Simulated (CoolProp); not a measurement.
R365MFC at several states: density (kg/m³) from the reference equation and from simpler models built on Tc = 186.9 °C, pc = 32.66 bar, ω = 0.377; each cubic takes its own stable root.

Computed with CoolProp (reference Helmholtz-energy equation of state, Lemmon 2016).

```tsv
T (°C)	p (bar)	phase	reference
100.85	4.82	gas	26.14
194.65	1.06	gas	4.081
110.25	1.28	gas	6.108
-4.35	0.512	liquid	1318
-7.45	76.7	liquid	1337
90.95	28.8	liquid	1114
```

Problem. How far does each simpler model (van der Waals, Redlich-Kwong, Soave-Redlich-Kwong, Peng-Robinson) lie from the reference over these 6 states: mean and median of the absolute difference, and the worst?

Solution. 
- van der Waals: mean 30.4 %, median 21.6 %, worst -99.7 % at -4.35 °C and 0.512 bar
- Redlich-Kwong: mean 6.6 %, median 6.7 %, worst -13.7 % at 90.95 °C and 28.8 bar
- Soave-Redlich-Kwong: mean 4.2 %, median 4.4 %, worst -8.3 % at 90.95 °C and 28.8 bar
- Peng-Robinson: mean 2.1 %, median 2.2 %, worst +4.0 % at -7.45 °C and 76.7 bar

At some of these states van der Waals gives the other phase, because its saturation line lies elsewhere.
